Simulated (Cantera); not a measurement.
Input: 1 mol FeS, 0.13 mol H₂S, 8 mol N₂, held at 1348 K and 75.0 Torr.

Method: chemical equilibrium by Gibbs-energy minimisation in Cantera with the NASA 1993 tables (ideal gas, pure condensed phases). Candidate condensed phases: Fe, FeS, FeS₂, S; 16 gas species. FeS: taken at fixed stoichiometry. The numbers say what is thermodynamically allowed, not how fast it happens.

Base state: N₂ 0.978, H₂ 0.0131, S₂ 0.00653, H₂S 0.00276, SH 7.65e-5 (mole fractions); condensed: FeS(s).

What changes in the equilibrium state with this change: H₂S from 0.13 to 0.073 mol?


```
species       before    after
-----------  -------  -------
N₂             0.978    0.987
H₂            0.0131  0.00773
S₂           0.00653  0.00385
H₂S          0.00276  0.00125
SH           7.65e-5  4.52e-5
FeS(s), mol     1.00     1.00
```
